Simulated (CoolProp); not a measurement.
Vapour-liquid equilibrium of n-heptane (1) + toluene (2) at 210.55 °C; x and y are mole fractions of (1).

Computed with CoolProp (multi-fluid Helmholtz-energy mixture model, Span 2003 and Lemmon 2006; pair parameters Bell 2016).

| x | bubble pressure (bar) | y at the bubble point | dew pressure at overall composition x (bar) | liquid density (mol/L) |
|---|---|---|---|---|
| 0.05 | 9.271 | 0.070 | 9.195 | 7.023 |
| 0.2 | 9.936 | 0.251 | 9.752 | 6.570 |
| 0.35 | 10.46 | 0.404 | 10.28 | 6.161 |
| 0.5 | 10.87 | 0.544 | 10.75 | 5.790 |
| 0.65 | 11.20 | 0.679 | 11.13 | 5.454 |
| 0.8 | 11.46 | 0.815 | 11.43 | 5.148 |
| 0.95 | 11.65 | 0.953 | 11.65 | 4.869 |

No azeotrope shows between x = 0.05 and 0.95.

The pair parameters rest on a limited set of measurements; away from them the model extrapolates.
